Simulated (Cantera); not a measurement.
An isothermal, constant-pressure homogeneous reactor starts with 65.8 % NO, 34.2 % N2, at 2075 K and 0.600 bar.

Detailed kinetics in Cantera: GRI-Mech 3.0 (53 species, 325 reactions).

One state of this run: x NO = 0.579; x NO2 = 0.000322; x N2O = 0.000153; x N2 = 0.381; x O2 = 0.0388. x: mole fraction; the columns are a selection and need not sum to one.

### Question
Which value of t (s) does it belong to?
A. 0.000241
B. 0.00663
C. 8.00e-5
D. 0.0603

### Answer
D, 0.0603
